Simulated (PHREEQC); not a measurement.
A solution holds 16 mmol/kgw KOH and 0.9 mmol/kgw NaAlO2, at 25 °C. It is in equilibrium with CO2 at log p = -2 (atm). Otherwise closed; pH follows from the charge balance.

Model: ion-association model, wateq4f.dat, run in PHREEQC.

| quantity | before | after |
|---|---|---|
| pH | 7.96 | 8.34 |
| ionic strength (mol/kgw) | 0.0170 | 0.0430 |
| CO2 (mol/kgw) | 0.000339 | 0.000337 |
| CO3-2 (mol/kgw) | 9.92e-5 | 0.000703 |

Task: What was changed between the two runs?
A) KOH from 0.016 to 0.16 mol/kgw
B) temperature from 25 to 40 °C
C) 0.013 mol/kgw Na2CO3 added
D) NaAlO2 left out
E) diluted 5-fold with water

Result: C, 0.013 mol/kgw Na2CO3 added

Precipitation was switched off in this run. Some of these states are supersaturated (in Al(OH)3(a), Boehmite (slow to form), for instance).
